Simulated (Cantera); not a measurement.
A closed system holds: 1 mol Si2Cl6, 2.2 mol NH3, 11 mol N2, at 1627 °C and 0.810 bar.

Cantera equilibrium calculation (NASA polynomials, part measured and part estimated; ideal gas, pure solids and liquids). The feed counts by its element totals alone. The tables' values for SiCl3, SiCl are old estimates; treat these amounts as uncertain. The numbers say what is thermodynamically allowed, not how fast it happens.

```json
[
 {"species": "N2", "before": "0.657", "after": "0.656"},
 {"species": "H2", "before": "0.114", "after": "0.124"},
 {"species": "HCl", "before": "0.136", "after": "0.107"},
 {"species": "SiCl2", "before": "0.0797", "after": "0.106"},
 {"species": "Si", "before": "2.83e-6", "after": "0.000529"},
 {"species": "SiCl4", "before": "0.00157", "after": "1.48e-5"},
 {"species": "SiHCl3", "before": "0.000417", "after": "5.40e-6"},
 {"species": "SiH2Cl2", "before": "2.08e-5", "after": "3.69e-7"},
 {"species": "SiH", "before": "7.47e-7", "after": "1.62e-5"},
 {"species": "SiN", "before": "6.90e-7", "after": "1.43e-5"},
 {"species": "Si3N4(s), mol", "before": "0.117", "after": "0"}
]
```
Gas species are given as mole fractions.

Q: What was changed between the two runs?
A. pressure from 0.810 bar to 0.00160 bar
B. temperature from 1627 °C to 775 °C
C. temperature from 1627 °C to 427 °C
D. pressure from 0.810 bar to 0.0100 bar

A: D, pressure from 0.810 bar to 0.0100 bar. The tables' values for SiCl3, SiCl, SiN are old estimates; treat these amounts as uncertain
